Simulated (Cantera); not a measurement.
What does this Cantera script print?

```python
import numpy as np
import cantera as ct

gas_names = """
    H HO2 H2 H2O H2O2 H2S H2SO4 O OH O2 O3 S SH SO SO2 SO3 S2 S2O S8
""".split()
cond_names = """
    H2O(s) H2O(L) H2SO4(L) S(cr1) S(cr2) S(L)
""".split()


# ... load() reads the species with a 1 bar reference pressure and builds the phases ...
atoms = {
    'S': {'S': 1},
    'H2O': {'H': 2, 'O': 1},
}
top_T = {}  # K; cautious upper limits of use, not melting points


# ... equilibrate(T, P, feed) seeds the gas with the atoms and calls Mixture.equilibrate('TP', solver="vcs", rtol=1e-11, max_steps=5000) ...
results = []
feed = {'S': 1, 'H2O': 0.054}  # mol
T = 1100  # K
for P in [10, 200, 3900, 77000, 1500000, 30000000]:
    mix = equilibrate(T, P, feed)
    results.append((T, P, feed, dict(zip(mix.species_names, mix.species_moles))))
    x = sorted(zip(gas.X, gas.species_names), reverse=True)
    print(f"T = {T:g} K  P = {P:g} Pa  gas = {mix.phase_moles(0):.4g} mol")
    print("   x: " + "  ".join(f"{s} {v:.3e}" for v, s in x if v > 0.001))
    print("   condensed (mol): " + ("  ".join(f"{mix.phase(i).name} {mix.phase_moles(i):.4g}"
          for i in range(1, mix.n_phases) if mix.phase_moles(i) > 1e-12) or "none"))
```

Output:

```
T = 1100 K  P = 10 Pa  gas = 0.5559 mol
   x: S2 8.829e-01  H2O 5.860e-02  H2 2.600e-02  SO2 1.876e-02  H2S 1.240e-02
   condensed (mol): none
T = 1100 K  P = 200 Pa  gas = 0.5519 mol
   x: S2 8.818e-01  H2O 5.893e-02  H2S 2.642e-02  SO2 1.865e-02  H2 1.240e-02  S2O 1.468e-03
   condensed (mol): none
T = 1100 K  P = 3900 Pa  gas = 0.5483 mol
   x: S2 8.757e-01  H2O 5.050e-02  H2S 4.331e-02  SO2 2.228e-02  H2 4.618e-03  S2O 3.355e-03
   condensed (mol): none
T = 1100 K  P = 77000 Pa  gas = 0.5449 mol
   x: S2 8.660e-01  H2S 6.044e-02  H2O 3.717e-02  SO2 2.708e-02  S2O 7.731e-03  H2 1.458e-03
   condensed (mol): none
T = 1100 K  P = 1.5e+06 Pa  gas = 0.4954 mol
   x: S2 8.104e-01  H2S 8.121e-02  SO2 3.238e-02  S8 3.131e-02  H2O 2.732e-02  S2O 1.690e-02
   condensed (mol): none
T = 1100 K  P = 3e+07 Pa  gas = 0.0664 mol
   x: H2O 5.671e-01  H2S 2.449e-01  SO2 1.186e-01  S2 5.418e-02  S2O 8.991e-03  S8 5.003e-03  H2 1.197e-03
   condensed (mol): S(L) 0.9648
```

Method: chemical equilibrium by Gibbs-energy minimisation in Cantera with the NASA 1993 tables (ideal gas, pure condensed phases). The ideal-gas law is rough above about 30 bar. Gases not in the tables: S3 to S7.
